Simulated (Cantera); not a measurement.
An adiabatic, constant-volume homogeneous reactor starts with CH3OH : O2 : N2 : H2O = 1 : 0.682 : 5.59 : 1.8 (molar parts), equivalence ratio 2.2, at 1750 K and 4.00 bar. Integrator tolerance rtol = 1e-08.

Model: GRI-Mech 3.0 (53 species, 325 reactions), integrated in Cantera. GRI-Mech 3.0 was tuned for natural gas; its chemistry of methanol as a main component is partial and can be far from experiment.

Question: What does this change do: CH3OH 1 to 0.69 parts?

Answer: 
| quantity | before | after |
|---|---|---|
| time of steepest temperature rise | 5.29 µs | 5.78 µs |
| temperature at 9.00 s | 2495 K | 2585 K |
| equilibrium temperature | 2495 K | 2585 K |
| x(CH3OH) at 9.00 s | <1e-12 (gas-phase equilibrium <1e-12) | <1e-12 (gas-phase equilibrium <1e-12) |
| x(O2) at 9.00 s | 4.51e-5 (gas-phase equilibrium 4.51e-5) | 0.000574 (gas-phase equilibrium 0.000574) |
| x(H2O) at 9.00 s | 0.271 (gas-phase equilibrium 0.271) | 0.288 (gas-phase equilibrium 0.288) |
| x(CO2) at 9.00 s | 0.0310 (gas-phase equilibrium 0.0310) | 0.0373 (gas-phase equilibrium 0.0373) |
| x(CH2O) at 9.00 s | 1.57e-8 (gas-phase equilibrium 1.57e-8) | 3.84e-9 (gas-phase equilibrium 3.84e-9) |

Question: What does this change do: constant pressure in place of constant volume?

Answer: 
```
quantity                                                            before                                    after
---------------------------------  ---------------------------------------  ---------------------------------------
time of steepest temperature rise                                  5.29 µs                                  5.84 µs
temperature at 9.00 s                                               2495 K                                   2319 K
equilibrium temperature                                             2495 K                                   2319 K
x(CH3OH) at 9.00 s                   <1e-12 (gas-phase equilibrium <1e-12)    <1e-12 (gas-phase equilibrium <1e-12)
x(O2) at 9.00 s                    4.51e-5 (gas-phase equilibrium 4.51e-5)  1.14e-5 (gas-phase equilibrium 1.14e-5)
x(H2O) at 9.00 s                       0.271 (gas-phase equilibrium 0.271)      0.271 (gas-phase equilibrium 0.271)
x(CO2) at 9.00 s                     0.0310 (gas-phase equilibrium 0.0310)    0.0326 (gas-phase equilibrium 0.0326)
x(CH2O) at 9.00 s                  1.57e-8 (gas-phase equilibrium 1.57e-8)  9.52e-9 (gas-phase equilibrium 9.52e-9)
```
